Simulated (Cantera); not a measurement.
Charge: 1 mol SiC, 0.016 mol O2, 190 mol N2, at 1280 Torr.

Method: chemical equilibrium by Gibbs-energy minimisation in Cantera with the NASA 1993 tables (ideal gas, pure condensed phases). Candidate condensed phases: C, Si, SiC, SiO2, Si2N2O, Si3N4; 34 gas species. N2 is the only nitrogen source here; it is nearly inert below about 1500 K, so the nitride shown seldom forms there in practice. Mutual solubility and eutectic melting of coexisting phases are not modelled. The numbers say what is thermodynamically allowed, not how fast it happens.

x: gas mole fraction; n: condensed amount in mol.

```tsv
T (°C)	x N2	x CO	x SiO	x C2N2	n C(graphite)	n Si2N2O(s)	n Si3N4(s)
652	1.00	4.52e-12	<1e-12	<1e-12	1.00	0.0320	0.312
727	1.00	1.15e-10	<1e-12	<1e-12	1.00	0.0320	0.312
802	1.00	1.85e-9	<1e-12	<1e-12	1.00	0.0320	0.312
877	1.00	[?]	<1e-12	[?]	1.000	0.0320	0.312
952	1.00	[?]	<1e-12	[?]	1.000	0.0320	0.312
1027	1.000	1.10e-6	1.21e-11	7.32e-11	1.000	0.0318	0.312
1102	1.000	5.75e-6	2.27e-10	3.55e-10	0.999	0.0309	0.313
1177	1.000	2.53e-5	3.12e-9	1.46e-9	0.995	0.0272	0.315
1252	1.000	9.59e-5	3.30e-8	5.22e-9	0.982	0.0138	0.324
1327	1.000	0.000169	1.46e-7	1.66e-8	0.968	0	0.333
1402	1.000	0.000169	3.38e-7	4.75e-8	0.968	0	0.333
1477	1.000	0.000168	7.24e-7	1.24e-7	0.968	0	0.333
```

Question: Some entries are withheld; supply them.

Answer: 
- 952, x CO: 1.70e-7
- 952, x C2N2: 1.25e-11
- 877, x CO: 2.07e-8
- 877, x C2N2: 1.68e-12
